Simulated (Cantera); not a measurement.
**Stirred combustor or abatement burner**

A perfectly stirred reactor is fed with 4.68 % CH₄, 4.68 % H₂, 18.6 % O₂, 69.7 % N₂, 2.34 % H₂O, equivalence ratio 0.63, at 4.90 bar; it is adiabatic with a 350 K inlet, and is followed from long to short residence time, starting on the burning branch (τ in s: 0.33, 0.16, 0.076, 0.036, 0.017, 0.0083, 0.004, 0.0019, 0.0009, 0.00043, 0.00021, 9.9e-05).

Detailed kinetics in Cantera: GRI-Mech 3.0 (53 species, 325 reactions).

| τ (s) | T (K) | x CH₄ | x H₂ | x O₂ | x HO₂ | x OH |
|---|---|---|---|---|---|---|
| 0.33 | 1764 | 2.07e-6 | 1.86e-5 | 0.0703 | 1.02e-6 | 0.000418 |
| 0.16 | 1763 | 3.79e-6 | 2.54e-5 | 0.0703 | 1.21e-6 | 0.000459 |
| 0.076 | 1763 | 6.72e-6 | 3.78e-5 | 0.0704 | 1.59e-6 | 0.000526 |
| 0.036 | 1761 | 1.15e-5 | 5.91e-5 | 0.0704 | 2.28e-6 | 0.000623 |
| 0.017 | 1759 | 1.92e-5 | 9.50e-5 | 0.0704 | 3.49e-6 | 0.000754 |
| 0.0083 | 1756 | 3.10e-5 | 0.000151 | 0.0705 | 5.43e-6 | 0.000913 |
| 0.0040 | 1752 | 5.06e-5 | 0.000245 | 0.0707 | 8.70e-6 | 0.00111 |
| 0.0019 | 1744 | 8.38e-5 | 0.000403 | 0.0710 | 1.42e-5 | 0.00135 |
| 0.00090 | 1732 | 0.000142 | 0.000664 | 0.0716 | 2.32e-5 | 0.00161 |
| 0.00043 | 1712 | 0.000248 | 0.00110 | 0.0727 | 3.80e-5 | 0.00185 |
| 0.00021 | 1678 | 0.000465 | 0.00184 | 0.0748 | 6.29e-5 | 0.00195 |
| 9.9e-5 | 350 | 0.0468 | 0.0468 | 0.186 | <1e-12 | <1e-12 |
x: mole fraction; the columns are a selection and need not sum to one.
